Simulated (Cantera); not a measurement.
What does this Cantera script print?

```python
import numpy as np
import cantera as ct

gas_names = """
    C2H2,acetylene CH4 CS2
""".split()
cond_names = """
    FeS2(s) Fe(a) Fe(c) Fe(d) Fe(L)
""".split()


# ... load() reads the species with a 1 bar reference pressure and builds the phases ...
species = {s.name: s for s in load("nasa_gas.yaml", gas_names) + load("nasa_condensed.yaml", cond_names)}
# Each term lists the table entries of one substance; the one whose range holds T is used.
reactions = {
    '2 C2H2(g) + 3 FeS2 = CH4(g) + 3 CS2(g) + 3 Fe':
        [(-2, ['C2H2,acetylene']), (-3, ['FeS2(s)']), (1, ['CH4']), (3, ['CS2']), (3, ['Fe(a)', 'Fe(c)', 'Fe(d)', 'Fe(L)'])],
}


def pick(names, T):
    return next(species[n] for n in names if species[n].thermo.min_temp <= T <= species[n].thermo.max_temp)


results = []
for label, terms in reactions.items():
    print(label)
    print("     T/K   dH/kJ  dS/(J/K)   dG/kJ   log10 K")
    for T in [300, 625, 650, 675, 700, 725, 750]:
        used = [(nu, pick(names, T)) for nu, names in terms]
        dH = sum(nu * s.thermo.h(T) for nu, s in used) / 1e6
        dS = sum(nu * s.thermo.s(T) for nu, s in used) / 1e3
        dG = dH - T * dS / 1e3
        logK = -dG * 1e6 / (ct.gas_constant * T * np.log(10))
        results.append((label, T, dH, dS, dG, logK, [s.name for _, s in used]))
        print(f"{T:8g} {dH:8.1f} {dS:8.1f} {dG:8.1f} {logK:8.2f}")
```

Output:

```
2 C2H2(g) + 3 FeS2 = CH4(g) + 3 CS2(g) + 3 Fe
     T/K   dH/kJ  dS/(J/K)   dG/kJ   log10 K
     300    334.4    421.5    208.0   -36.21
     625    324.4    398.8     75.2    -6.28
     650    323.8    397.8     65.2    -5.24
     675    323.2    396.9     55.3    -4.28
     700    322.7    396.1     45.4    -3.39
     725    322.1    395.4     35.5    -2.56
     750    321.7    394.7     25.6    -1.78
```

Source: NASA polynomial tables (part measured, part estimated), evaluated in Cantera. Condensed species are held in their standard states even where they would react or evaporate.
